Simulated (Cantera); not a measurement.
Cantera with NASA thermochemical tables; ideal gases at 1 bar, condensed phases pure. Values are per mole of reaction as written; species without (g) are pure solids or liquids, kept so even where they would boil at 1 bar. TiC: taken at fixed stoichiometry.

12 TiO2 → O3(g) + 3 Ti4O7

```tsv
T (K)	ΔH° (kJ)	ΔS° (J/K)	ΔG° (kJ)	log10 K
1248	1294.2	267.3	960.5	-40.20
1273	1295.4	268.3	953.8	-39.14
1298	1296.6	269.2	947.1	-38.11
1323	1297.8	270.2	940.4	-37.13
1348	[?]	[?]	[?]	[?]
1373	1300.3	272.1	926.8	-35.26
1398	1301.7	273.0	920.0	-34.37
1423	1303.0	273.9	913.2	-33.52
1448	[?]	[?]	[?]	[?]
1473	1305.7	275.8	899.4	-31.89
1498	1307.0	276.7	892.5	-31.12
```

Q: Fill in the missing entries.

A: 
- 1348, ΔH° (kJ): 1299.1
- 1348, ΔS° (J/K): 271.1
- 1348, ΔG° (kJ): 933.6
- 1348, log10 K: -36.18
- 1448, ΔH° (kJ): 1304.3
- 1448, ΔS° (J/K): 274.9
- 1448, ΔG° (kJ): 906.3
- 1448, log10 K: -32.69
